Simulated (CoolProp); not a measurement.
Oxygen along the isobar 5.16 MPa: fugacity coefficient from the reference equation and from simpler models built on Tc = 154.6 K, pc = 5.046 MPa, ω = 0.022; each cubic takes its own stable root.

Computed with CoolProp (reference Helmholtz-energy equation of state, Schmidt 1985). Above 300 K oxygen's equation is extrapolated.

```json
[
 {"T (K)": "98", "phase": "liquid", "reference": "0.04685"},
 {"T (K)": "129.7", "phase": "liquid", "reference": "0.3025"},
 {"T (K)": "161.5", "phase": "supercritical", "reference": "0.7094"},
 {"T (K)": "193.2", "phase": "supercritical", "reference": "0.8364"},
 {"T (K)": "225", "phase": "supercritical", "reference": "0.9016"},
 {"T (K)": "256.7", "phase": "supercritical", "reference": "0.9398"},
 {"T (K)": "288.4", "phase": "supercritical", "reference": "0.9637"},
 {"T (K)": "320.2", "phase": "supercritical", "reference": "0.9793"}
]
```

Q: How far does each simpler model (van der Waals, Redlich-Kwong, Soave-Redlich-Kwong, Peng-Robinson) lie from the reference over these 8 states: mean and median of the absolute difference, and the worst?

A: 
- van der Waals: mean 28.5 %, median 1.7 %, worst +180.9 % at 98 K and 5.16 MPa
- Redlich-Kwong: mean 2.3 %, median 0.5 %, worst -15.1 % at 98 K and 5.16 MPa
- Soave-Redlich-Kwong: mean 0.5 %, median 0.4 %, worst +1.6 % at 129.7 K and 5.16 MPa
- Peng-Robinson: mean 2.0 %, median 1.7 %, worst -3.8 % at 161.5 K and 5.16 MPa
